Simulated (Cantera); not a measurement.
Cantera run:

```python
import numpy as np
import cantera as ct

gas_names = """
    CL CL2 H HCL H2 N NH NH2 NH3 N2 N2H2 N2H4 Si SiCL SiCL2 SiCL3 SiCL4 SiH SiHCL3 SiH2 SiH2CL2 SiH3
    SiH3CL SiH4 SiN Si2 Si2N Si3
""".split()
cond_names = """
    NH4CL(a) NH4CL(b) Si(cr) Si(L) Si3N4(a)
""".split()


# ... load() reads the species with a 1 bar reference pressure and builds the phases ...
atoms = {
    'SiHCl3': {'Si': 1, 'H': 1, 'CL': 3},
    'N2': {'N': 2},
}
top_T = {'Si3N4(a)': 2400}  # K; cautious upper limits of use, not melting points


# ... equilibrate(T, P, feed) seeds the gas with the atoms and calls Mixture.equilibrate('TP', solver="vcs", rtol=1e-11, max_steps=5000) ...
results = []
feed = {'SiHCl3': 1, 'N2': 10}  # mol
P = 10000  # Pa
for T in [848, 923, 998, 1073, 1148, 1223, 1298, 1373, 1448, 1523, 1598]:
    mix = equilibrate(T, P, feed)
    results.append((T, P, feed, dict(zip(mix.species_names, mix.species_moles))))

top = {s: max(r[3][s] / sum(r[3][g] for g in gas_names) for r in results) for s in gas_names}
cols = sorted((s for s in top if top[s] > 0.0001), key=lambda s: -top[s])[:8]
seen = [c for c in cond_names if any(r[3].get(c, 0) > 1e-12 for r in results)]
print("log10 of partial pressures in bar; condensed amounts in mol")
print(f"{'T/K':>10s}" + "".join(f"{s[:9]:>10s}" for s in cols + seen))
for T, P, feed, n in results:
    ng = sum(n[g] for g in gas_names)
    print(f"{T:10.4g}" + "".join(f"{np.log10(max(n[s] / ng * P / 1e5, 1e-99)):10.3f}" for s in cols)
          + "".join(f"{n.get(c, 0):10.4g}" for c in seen))
```

It prints:

```
log10 of partial pressures in bar; condensed amounts in mol
       T/K        N2       HCL     SiCL4     SiCL2     SiCL3        H2    SiHCL3        CL  Si3N4(a)
       848    -1.060    -2.173    -2.297   -10.143    -7.149    -2.946    -5.860   -11.419    0.1456
       923    -1.060    -2.157    -2.302    -8.728    -6.318    -2.998    -5.591   -10.286     0.148
       998    -1.060    -2.145    -2.307    -7.529    -5.613    -3.043    -5.364    -9.322    0.1497
      1073    -1.061    -2.136    -2.311    -6.501    -5.008    -3.083    -5.170    -8.492    0.1511
      1148    -1.061    -2.129    -2.316    -5.610    -4.485    -3.118    -5.002    -7.770     0.152
      1223    -1.061    -2.124    -2.323    -4.833    -4.029    -3.148    -4.858    -7.136     0.152
      1298    -1.061    -2.120    -2.338    -4.152    -3.633    -3.172    -4.736    -6.577    0.1503
      1373    -1.062    -2.119    -2.371    -3.558    -3.297    -3.188    -4.639    -6.084    0.1443
      1448    -1.064    -2.122    -2.445    -3.048    -3.029    -3.189    -4.579    -5.652    0.1284
      1523    -1.067    -2.135    -2.602    -2.636    -2.856    -3.162    -4.579    -5.286   0.09569
      1598    -1.071    -2.160    -2.900    -2.341    -2.817    -3.088    -4.671    -4.992   0.04696
```

Method: chemical equilibrium by Gibbs-energy minimisation in Cantera with the NASA 1993 tables (ideal gas, pure condensed phases). N2 is the only nitrogen source here; it is nearly inert below about 1500 K, so the nitride shown seldom forms there in practice. The tables' values for SiCl3 are old estimates; treat these amounts as uncertain.
